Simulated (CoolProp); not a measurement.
Vapour-liquid equilibrium of C2F6 (R116) (1) + propylene (2) at 6.99 bar; x and y are mole fractions of (1).

The numbers come from the multi-fluid Helmholtz-energy mixture model, Lemmon 2006 and Lemmon 2013; pair parameters Bell 2016 in CoolProp.

| x | bubble temperature, mixture model (°C) | bubble temperature, Raoult's law (°C) | y, mixture model | y, Raoult's law |
|---|---|---|---|---|
| 0.05 | -9.1 | 2.7 | ? | 0.141 |
| 0.15 | -23.8 | -3.5 | 0.624 | 0.361 |
| 0.25 | -28.6 | -8.7 | 0.694 | 0.521 |
| 0.35 | -30.3 | -13.2 | ? | 0.641 |
| 0.45 | -31.1 | -17.1 | 0.734 | 0.734 |
| 0.55 | -31.7 | -20.6 | 0.749 | 0.808 |
| 0.65 | -32.4 | -23.8 | 0.770 | 0.866 |
| 0.75 | ? | -26.6 | 0.804 | 0.914 |
| 0.85 | -33.3 | -29.2 | ? | 0.953 |
| 0.95 | -33.1 | -31.5 | 0.940 | 0.986 |

Task: Complete the blanks.

Result: 
- 0.05, y, mixture model: 0.362
- 0.35, y, mixture model: 0.719
- 0.75, bubble temperature, mixture model (°C): -33.0
- 0.85, y, mixture model: 0.857

The largest gap from Raoult's law is -20.3 K in bubble temperature, at x = 0.15. y crosses x between x = 0.85 and 0.95: the model has an azeotrope there.

Pair parameters are fitted to limited data, so mixtures are less certain than the pure fluids. With so large a gap from Raoult's law the liquid may split in two, which this calculation doesn't test in full.
